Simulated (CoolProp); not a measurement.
A single-stage vapour-compression cycle with the fluid: evaporating at 242.15 K (dew point), condensing at 275.15 K (bubble point), superheat 10 K, subcooling 2 K, compressor efficiency 0.6, no pressure losses. The same conditions are run with several fluids, on thermodynamics alone (safety and materials aside).

Values from CoolProp's reference Helmholtz-energy equation of state of each fluid (R13: Platzer 1990; chlorine: Thol 2021; n-butane: Bücker 2006; propylene: Lemmon 2013; R152A: Outcalt 1996; R410A: Lemmon 2003). The equations of Platzer and Polt are older, rougher fits. Blends and air are pseudo-pure fits.

| fluid | cooling COP | pressure ratio | discharge temperature (K) | refrigerating effect (kJ/kg) | volumetric capacity (kJ/m³) |
|---|---|---|---|---|---|
| R13 | 3.35 | 2.54 | 307.4 | 91.7 | 4360 |
| chlorine | ? | 3.41 | 395.4 | 261 | ? |
| n-butane | ? | ? | 308.9 | ? | 269 |
| propylene | 3.87 | 3.04 | 319.4 | 361 | 1560 |
| R152A | 3.92 | 3.85 | ? | ? | 704 |
| R410A | 3.77 | 3.30 | 329.1 | 218 | 2090 |

**Question.** What belongs in the gaps?

**Answer.** 
- chlorine, cooling COP: 3.79
- chlorine, volumetric capacity (kJ/m³): 1040
- n-butane, cooling COP: 3.99
- n-butane, pressure ratio: 4.15
- n-butane, refrigerating effect (kJ/kg): 357
- R152A, discharge temperature (K): 329.6
- R152A, refrigerating effect (kJ/kg): 294
